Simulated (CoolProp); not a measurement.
The fluoroketone C6F12O (FK-5-1-12) along the isotherm 365.5 K: Z from the reference equation and from simpler models built on Tc = 441.8 K, pc = 18.69 bar, ω = 0.471; each cubic takes its own stable root.

Model: reference Helmholtz-energy equation of state, McLinden 2015, in CoolProp.

```
p (bar)   phase  reference
-------  ------  ---------
4.25     liquid    0.03223
8.5      liquid    0.06418
12.7     liquid    0.09551
17       liquid     0.1274
21.2     liquid     0.1582
25.5     liquid     0.1897
29.7     liquid     0.2202
34       liquid     0.2512
38.2     liquid     0.2814
42.5     liquid     0.3121
46.7     liquid     0.3420
```

Problem. How far does each simpler model (van der Waals, Redlich-Kwong, Soave-Redlich-Kwong, Peng-Robinson) lie from the reference over these 11 states: mean and median of the absolute difference, and the worst?

Solution. 
- van der Waals: mean 296.0 %, median 61.7 %, worst +2635.3 % at 365.5 K and 4.25 bar
- Redlich-Kwong: mean 246.6 %, median 17.6 %, worst +2537.6 % at 365.5 K and 4.25 bar
- Soave-Redlich-Kwong: mean 10.0 %, median 9.9 %, worst +11.9 % at 365.5 K and 4.25 bar
- Peng-Robinson: mean 2.7 %, median 2.8 %, worst -3.7 % at 365.5 K and 46.7 bar

At some of these states van der Waals, Redlich-Kwong gives the other phase, because its saturation line lies elsewhere.
